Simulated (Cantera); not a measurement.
An adiabatic, constant-pressure homogeneous reactor starts with C3H8 : O2 : N2 = 1 : 10.6 : 40 (molar parts), equivalence ratio 0.47, at 1148 K and 1.01 bar. Integrator tolerance rtol = 1e-08.

Computed with Cantera and GRI-Mech 3.0 (53 species, 325 reactions). GRI-Mech 3.0 was tuned for natural gas; its chemistry of propane as a main component is partial and can be far from experiment.

| quantity | before | after |
|---|---|---|
| time of steepest temperature rise | 16.9 ms | 3.76 ms |
| temperature at 3.00 s | 2141 K | 2152 K |
| equilibrium temperature | 2141 K | 2152 K |
| x(C3H8) at 3.00 s | <1e-12 (gas-phase equilibrium <1e-12) | <1e-12 (gas-phase equilibrium <1e-12) |
| x(O2) at 3.00 s | 0.102 (gas-phase equilibrium 0.102) | 0.102 (gas-phase equilibrium 0.102) |
| x(CH3) at 3.00 s | <1e-12 (gas-phase equilibrium <1e-12) | <1e-12 (gas-phase equilibrium <1e-12) |
| x(CH2) at 3.00 s | <1e-12 (gas-phase equilibrium <1e-12) | <1e-12 (gas-phase equilibrium <1e-12) |
| x(CH4) at 3.00 s | <1e-12 (gas-phase equilibrium <1e-12) | <1e-12 (gas-phase equilibrium <1e-12) |
| x(NO2) at 3.00 s | 7.30e-6 (gas-phase equilibrium 7.30e-6) | 2.32e-5 (gas-phase equilibrium 2.32e-5) |

Task: Which change was made?
A. O2 10.6 to 4.6 parts
B. initial temperature 1148 to 1475 K
C. pressure from 1.01 bar to 10.0 bar
D. C3H8 1 to 1.5 parts

Result: C, pressure from 1.01 bar to 10.0 bar
